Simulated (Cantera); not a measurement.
Input (Python, Cantera) and output of one run.

```python
import numpy as np
import cantera as ct

gas_names = [...]  # 77 gases of nasa_gas.yaml made of C, H, Ti
cond_names = """
    C(gr) C6H6(L) C7H8(L) C8H18(L),n-octa Ti(a) Ti(b) Ti(L) TiC(s) TiC(L)
""".split()


# ... load() reads the species with a 1 bar reference pressure and builds the phases ...
atoms = {
    'Ti': {'Ti': 1},
    'CH4': {'C': 1, 'H': 4},
}
top_T = {'C(gr)': 4500}  # K; cautious upper limits of use, not melting points


# ... equilibrate(T, P, feed) seeds the gas with the atoms and calls Mixture.equilibrate('TP', solver="vcs", rtol=1e-11, max_steps=5000) ...
results = []
feed = {'Ti': 1, 'CH4': 6.3}  # mol
T = 2025  # K
P = 20  # Pa
mix = equilibrate(T, P, feed)
results.append((T, P, feed, dict(zip(mix.species_names, mix.species_moles))))
print(gas.report(threshold=1e-05))
for i in range(1, mix.n_phases):
    print(f"{mix.phase(i).name:16s} {mix.phase_moles(i):12.5e} mol")
```

Result:

```
       temperature   2025 K
          pressure   20 Pa
           density   2.2655e-06 kg/m^3
  mean mol. weight   1.9072 kg/kmol
   phase of matter   gas

                          1 kg             1 kmol
                     ---------------   ---------------
          enthalpy        4.1685e+07        7.9502e+07  J
   internal energy        3.2857e+07        6.2665e+07  J
           entropy        1.3562e+05        2.5866e+05  J/K
    Gibbs function       -2.3295e+08       -4.4429e+08  J
 heat capacity c_p             17094             32601  J/K
 heat capacity c_v             12734             24287  J/K

                      mass frac. Y      mole frac. X     chem. pot. / RT
                     ---------------   ---------------   ---------------
    C2H2,acetylene          0.010775        0.00078921           -33.758
                 H           0.06717           0.12709           -14.087
                H2           0.92185           0.87211           -28.174
     [  +74 minor]         0.0002028        9.6932e-06

C(gr)             5.27875e+00 mol
Ti(L)             0.00000e+00 mol
TiC(s)            9.99917e-01 mol
```

Cantera equilibrium calculation (NASA polynomials, part measured and part estimated; ideal gas, pure solids and liquids). TiC: taken at fixed stoichiometry.
